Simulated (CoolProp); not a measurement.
Vapour-liquid equilibrium of ethylene (1) + carbon dioxide (2) at 262.2 K; x and y are mole fractions of (1).

The numbers come from the multi-fluid Helmholtz-energy mixture model, Smukala 2000 and Span 1996; pair parameters Bell 2016 in CoolProp.

| x | bubble pressure (bar) | y at the bubble point | dew pressure at overall composition x (bar) | liquid density (mol/L) |
|---|---|---|---|---|
| 0.05 | 27.13 | 0.082 | 26.60 | 21.76 |
| 0.15 | 29.22 | 0.209 | 28.26 | 20.48 |
| 0.25 | 30.74 | 0.311 | [?] | 19.31 |
| 0.35 | 31.83 | 0.400 | [?] | 18.25 |
| 0.45 | 32.59 | 0.483 | 32.32 | 17.29 |
| 0.55 | 33.05 | 0.566 | 32.98 | 16.44 |
| 0.65 | 33.23 | 0.652 | 33.23 | 15.70 |
| 0.75 | 33.14 | 0.742 | 33.12 | 15.04 |
| 0.85 | 32.77 | 0.839 | 32.71 | 14.48 |
| 0.95 | [?] | 0.944 | 32.07 | 13.99 |

What belongs in the gaps?


- 0.25, dew pressure at overall composition x (bar): 29.86
- 0.35, dew pressure at overall composition x (bar): 31.25
- 0.95, bubble pressure (bar): 32.12

y crosses x between x = 0.65 and 0.75: the model has an azeotrope there.

The pair parameters rest on a limited set of measurements; away from them the model extrapolates.
